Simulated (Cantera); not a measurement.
## Ammonia decomposition in nitride growth gas

An isothermal, constant-pressure homogeneous reactor starts with 90.1 % NH₃, 9.91 % H₂, at 1775 K and 0.0263 atm.

Computed with Cantera and the gas-phase N/H chemistry of the illustrative SiF4/NH3 mechanism in the Surface Chemkin manual (1991). Walls and surfaces, which speed up NH3 decomposition in real reactors, are not modelled.

| t (s) | x NH₃ | x H₂ | x NH₂ | x NH | x N₂H₂ | x N |
|---|---|---|---|---|---|---|
| 0.000700 | 0.901 | 0.0991 | 2.14e-5 | 7.75e-9 | 4.29e-9 | 9.97e-12 |
| 0.00195 | 0.901 | 0.0991 | 5.94e-5 | 6.63e-8 | 4.55e-8 | 2.99e-10 |
| 0.00542 | 0.901 | 0.0992 | 0.000163 | 4.86e-7 | 4.28e-7 | 5.81e-9 |
| 0.0151 | 0.900 | 0.0996 | 0.000386 | 2.40e-6 | 2.95e-6 | 5.49e-8 |
| 0.0420 | 0.896 | 0.102 | 0.000485 | 3.61e-6 | 4.92e-6 | 9.64e-8 |
| 0.117 | 0.885 | 0.110 | 0.000481 | 3.65e-6 | 4.83e-6 | 1.02e-7 |
| 0.325 | 0.856 | 0.132 | 0.000468 | 3.72e-6 | 4.55e-6 | 1.13e-7 |
| 0.904 | 0.781 | 0.187 | 0.000436 | 3.82e-6 | 3.88e-6 | 1.35e-7 |
| 2.52 | 0.616 | 0.309 | 0.000370 | 3.78e-6 | 2.64e-6 | 1.66e-7 |
| 7.00 | 0.355 | 0.501 | 0.000255 | 3.30e-6 | 1.17e-6 | 1.91e-7 |
x: mole fraction; the columns are a selection and need not sum to one.

Equilibrium at this temperature and pressure: NH₃ 2.63e-7, H₂ 0.762, NH₂ 1.42e-9, NH 1.46e-10, N₂H₂ <1e-12, N 6.92e-11 (gas phase only).
